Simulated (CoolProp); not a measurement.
R21 along the isotherm 369.5 K: density (kg/m³) from the reference equation and from simpler models built on Tc = 452.7 K, pc = 5289 kPa, ω = 0.206; each cubic takes its own stable root.

The numbers come from the reference Helmholtz-energy equation of state, Platzer 1990 in CoolProp. This equation is an older, rougher fit; its heat capacities, sound speeds and derivatives of the liquid may be far off and weren't checked against measurements.

```
p (kPa)   phase  reference
-------  ------  ---------
1020        gas      40.33
2030     liquid       1176
3050     liquid       1182
4070     liquid       1188
5090     liquid       1194
6100     liquid       1200
7120     liquid       1205
8140     liquid       1210
9150     liquid       1215
10200    liquid       1220
11200    liquid       1224
12200    liquid       1228
13200    liquid       1233
```

### Question
How far does each simpler model (van der Waals, Redlich-Kwong, Soave-Redlich-Kwong) lie from the reference over these 13 states: mean and median of the absolute difference, and the worst?

### Answer
- van der Waals: mean 36.9 %, median 34.5 %, worst -92.4 % at 369.5 K and 2030 kPa
- Redlich-Kwong: mean 9.4 %, median 9.7 %, worst -12.2 % at 369.5 K and 2030 kPa
- Soave-Redlich-Kwong: mean 6.8 %, median 7.1 %, worst -8.6 % at 369.5 K and 2030 kPa

At some of these states van der Waals gives the other phase, because its saturation line lies elsewhere.
